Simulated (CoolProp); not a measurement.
Vapour-liquid equilibrium of carbon dioxide (1) + R123 (2) at -5.05 °C; x and y are mole fractions of (1).

Computed with CoolProp (multi-fluid Helmholtz-energy mixture model, Span 1996 and Younglove 1994; pair parameters Bell 2016).

```json
[
 {"x": "0.05", "bubble pressure (kPa)": "132.4", "y at the bubble point": "0.808", "dew pressure at overall composition x (kPa)": "27.15", "liquid density (mol/L)": "10.40"},
 {"x": "0.2", "bubble pressure (kPa)": "441.7", "y at the bubble point": "0.946", "dew pressure at overall composition x (kPa)": "32.25", "liquid density (mol/L)": "11.53"},
 {"x": "0.35", "bubble pressure (kPa)": "777.7", "y at the bubble point": "0.972", "dew pressure at overall composition x (kPa)": "39.68", "liquid density (mol/L)": "___"},
 {"x": "0.5", "bubble pressure (kPa)": "1177", "y at the bubble point": "___", "dew pressure at overall composition x (kPa)": "51.53", "liquid density (mol/L)": "14.48"},
 {"x": "0.65", "bubble pressure (kPa)": "___", "y at the bubble point": "___", "dew pressure at overall composition x (kPa)": "73.41", "liquid density (mol/L)": "___"},
 {"x": "0.8", "bubble pressure (kPa)": "2214", "y at the bubble point": "0.995", "dew pressure at overall composition x (kPa)": "127.5", "liquid density (mol/L)": "___"},
 {"x": "0.95", "bubble pressure (kPa)": "2824", "y at the bubble point": "0.999", "dew pressure at overall composition x (kPa)": "476.3", "liquid density (mol/L)": "21.06"}
]
```

Problem. Fill in the missing entries.

Solution. 
- 0.35, liquid density (mol/L): 12.88
- 0.5, y at the bubble point: 0.984
- 0.65, bubble pressure (kPa): 1657
- 0.65, y at the bubble point: 0.991
- 0.65, liquid density (mol/L): 16.40
- 0.8, liquid density (mol/L): 18.65

No azeotrope shows between x = 0.05 and 0.95.

The pair parameters rest on a limited set of measurements; away from them the model extrapolates.
